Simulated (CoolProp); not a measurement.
Properties of toluene along the isotherm 620 K (Tc = 591.7 K, pc = 41.26 bar, ω = 0.266).

Computed with CoolProp (reference Helmholtz-energy equation of state, Lemmon 2006). It is a short technical equation, of lower accuracy than the large ones.

| p (bar) | phase | Joule-Thomson coefficient (K/MPa) | expansivity (1/kK) | viscosity (µPa s) |
|---|---|---|---|---|
| 7.94 | gas | 7.022 | 1.995 | 14.3 |
| 15.9 | gas | 7.748 | 2.549 | 14.5 |
| 23.8 | gas | 8.654 | 3.398 | 14.8 |
| 31.7 | gas | 9.813 | 4.831 | 15.4 |
| 39.7 | gas | 11.32 | [?] | 16.5 |
| 47.6 | supercritical | 13.06 | 15.14 | 19.0 |
| 55.5 | supercritical | [?] | [?] | 28.3 |
| 63.5 | supercritical | 4.975 | [?] | 41.8 |
| 71.4 | supercritical | 2.921 | 8.540 | 49.0 |
| 79.4 | supercritical | 2.036 | 6.358 | 54.0 |
| 87.3 | supercritical | 1.550 | 5.211 | 58.0 |
| 95.2 | supercritical | 1.236 | 4.485 | 61.3 |
| 103 | supercritical | 1.017 | 3.984 | 64.2 |

### Question
Complete the blanks.

### Answer

- 39.7, expansivity (1/kK): 7.688
- 55.5, Joule-Thomson coefficient (K/MPa): 11.62
- 55.5, expansivity (1/kK): 34.23
- 63.5, expansivity (1/kK): 14.19

Viscosity comes from a separate model (Avgeri 2015).
